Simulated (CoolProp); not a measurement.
Vapour-liquid equilibrium of R125 (1) + R134a (2) at -69.65 °C; x and y are mole fractions of (1).

Model: multi-fluid Helmholtz-energy mixture model, Lemmon 2005 and Tillner-Roth 1994; pair parameters Lemmon 2004, in CoolProp.

Task: Give the bubble pressure and the first vapour's composition at x = 0.2, 0.275, 0.575. Is there an azeotrope?

Result: x = 0.2: 0.1282 bar, y = 0.487; x = 0.275: 0.1455 bar, y = 0.589; x = 0.575: 0.2134 bar, y = 0.833. No azeotrope shows between x = 0.05 and 0.95.

The pair parameters rest on a limited set of measurements; away from them the model extrapolates.
